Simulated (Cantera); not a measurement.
An isothermal, constant-pressure homogeneous reactor starts with 5.88 % CH4, 94.1 % N2, at 1700 K and 20.0 Torr.

Cantera simulation using GRI-Mech 3.0 (53 species, 325 reactions); the numbers are that mechanism's predictions, not measurements. GRI-Mech 3.0 stops at C3 and has no aromatics, soot or wall deposition, so with more carbon than oxygen in the feed, carbon stays in small species such as C2H2 where larger ones or solid carbon would form. Radical loss at walls, strong at low pressure, is not modelled.

One state of this run: x CH4 = 0.000341; x H2 = 0.0827; x CH2 = 6.35e-8; x CH3 = 2.07e-5; x C2H = 4.62e-7; x H = 0.000248; x C2H6 = 5.83e-9. x: mole fraction; the columns are a selection and need not sum to one.

Problem. Which value of t (s) does it belong to?
A. 60.0
B. 4.19
C. 0.000100
D. 0.00541

Solution. B, 4.19
